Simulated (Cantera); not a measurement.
An adiabatic, constant-pressure homogeneous reactor starts with CO : H2 : CH4 : O2 : N2 = 1 : 0.12 : 0.23 : 1.96 : 7.38 (molar parts), at 1773 K and 16.0 bar. Integrator tolerance rtol = 1e-08.

Computed with Cantera and GRI-Mech 3.0 (53 species, 325 reactions). The pressure lies above the range GRI-Mech 3.0 was tuned for (to about 10 atm).

Problem. What does this change do: constant volume in place of constant pressure?

Solution. 
```
quantity                                                              before                                    after
---------------------------------  -----------------------------------------  ---------------------------------------
time of steepest temperature rise                                    4.18 µs                                  3.99 µs
temperature at 1.00 s                                                 2775 K                                   2928 K
equilibrium temperature                                               2775 K                                   2928 K
x(CO) at 1.00 s                        0.0127 (gas-phase equilibrium 0.0127)    0.0179 (gas-phase equilibrium 0.0179)
x(H2) at 1.00 s                    0.000875 (gas-phase equilibrium 0.000875)  0.00119 (gas-phase equilibrium 0.00119)
x(CH4) at 1.00 s                       <1e-12 (gas-phase equilibrium <1e-12)    <1e-12 (gas-phase equilibrium <1e-12)
x(O2) at 1.00 s                        0.0839 (gas-phase equilibrium 0.0839)    0.0827 (gas-phase equilibrium 0.0827)
x(NO) at 1.00 s                        0.0214 (gas-phase equilibrium 0.0214)    0.0260 (gas-phase equilibrium 0.0260)
```

Problem. What does this change do: pressure from 16.0 bar to 1.40 bar?

Solution. 
```tsv
quantity	before	after
time of steepest temperature rise	4.18 µs	32.4 µs
temperature at 1.00 s	2775 K	2660 K
equilibrium temperature	2775 K	2660 K
x(CO) at 1.00 s	0.0127 (gas-phase equilibrium 0.0127)	0.0226 (gas-phase equilibrium 0.0226)
x(H2) at 1.00 s	0.000875 (gas-phase equilibrium 0.000875)	0.00169 (gas-phase equilibrium 0.00169)
x(CH4) at 1.00 s	<1e-12 (gas-phase equilibrium <1e-12)	<1e-12 (gas-phase equilibrium <1e-12)
x(O2) at 1.00 s	0.0839 (gas-phase equilibrium 0.0839)	0.0875 (gas-phase equilibrium 0.0875)
x(NO) at 1.00 s	0.0214 (gas-phase equilibrium 0.0214)	0.0183 (gas-phase equilibrium 0.0183)
```
